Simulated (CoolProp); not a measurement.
Sulfur dioxide at several states: Z from the reference equation and from simpler models built on Tc = 157.5 °C, pc = 7.887 MPa, ω = 0.256; each cubic takes its own stable root.

The numbers come from the reference Helmholtz-energy equation of state, Gao 2016 in CoolProp.

| T (°C) | p (MPa) | phase | reference |
|---|---|---|---|
| 239.45 | 0.0467 | gas | 0.9989 |
| 87.95 | 1.08 | gas | 0.9042 |
| 231.55 | 0.0332 | gas | 0.9992 |
| -29.85 | 27.5 | liquid | 0.5634 |
| 75.85 | 10 | liquid | 0.1779 |

Question: How far does each simpler model (Redlich-Kwong, Soave-Redlich-Kwong, Peng-Robinson) lie from the reference over these 5 states: mean and median of the absolute difference, and the worst?

Answer: 
- Redlich-Kwong: mean 6.5 %, median 1.5 %, worst +16.8 % at 75.85 °C and 10 MPa
- Soave-Redlich-Kwong: mean 5.0 %, median 0.9 %, worst +12.4 % at 75.85 °C and 10 MPa
- Peng-Robinson: mean 0.2 %, median 0.2 %, worst -0.6 % at 75.85 °C and 10 MPa
